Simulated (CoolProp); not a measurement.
Ammonia along the isotherm 234 K: Z from the reference equation and from simpler models built on Tc = 405.6 K, pc = 11.36 MPa, ω = 0.256; each cubic takes its own stable root.

The numbers come from the reference Helmholtz-energy equation of state, Gao 2020 in CoolProp.

| p (MPa) | phase | reference |
|---|---|---|
| 0.0898 | liquid | 0.001141 |
| 0.204 | liquid | 0.002592 |
| 0.465 | liquid | 0.005908 |
| 1.06 | liquid | 0.01346 |
| 2.41 | liquid | 0.03058 |
| 5.48 | liquid | 0.06939 |
| 12.5 | liquid | 0.1575 |
| 28.4 | liquid | 0.3544 |

**Question.** How far does each simpler model (van der Waals, Redlich-Kwong, Soave-Redlich-Kwong, Peng-Robinson) lie from the reference over these 8 states: mean and median of the absolute difference, and the worst?

**Answer.** 
- van der Waals: mean 17632.8 %, median 91.6 %, worst +86806.2 % at 234 K and 0.0898 MPa
- Redlich-Kwong: mean 10834.1 %, median 29.9 %, worst +86464.4 % at 234 K and 0.0898 MPa
- Soave-Redlich-Kwong: mean 26.4 %, median 26.4 %, worst +26.5 % at 234 K and 28.4 MPa
- Peng-Robinson: mean 12.2 %, median 12.1 %, worst +12.5 % at 234 K and 28.4 MPa

At some of these states van der Waals, Redlich-Kwong gives the other phase, because its saturation line lies elsewhere.
